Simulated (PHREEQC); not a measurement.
Solution (25 °C): 0.027 mol/kgw KH2PO4 and 0.071 mol/kgw HNO3. It is in equilibrium with CO2 at log p = -1 (atm). Otherwise closed; pH follows from the charge balance.

The numbers come from PHREEQC with the ion-association model, phreeqc.dat.

| Quantity | Result |
|---|---|
| pH | 1.39 |
| ionic strength | 0.0757 mol/kgw |
| specific conductance | 20600 µS/cm |
| density | 1.002 g/cm³ |
| total alkalinity | -71.0 meq/kg |

```csv
species,molality,activity,log γ
NO3-,0.0710,0.0551,-0.110
H+,0.0487,0.0408,-0.077
K+,0.0270,0.0212,-0.105
H3PO4,0.0223,0.0227,0.008
H2PO4-,0.00470,0.00378,-0.094
CO2,0.00334,0.00340,0.008
(CO2)2,2.09e-7,2.12e-7,0.008
HCO3-,4.60e-8,3.70e-8,-0.094
HPO4-2,1.40e-8,5.76e-9,-0.387
```

No solid was allowed to form.
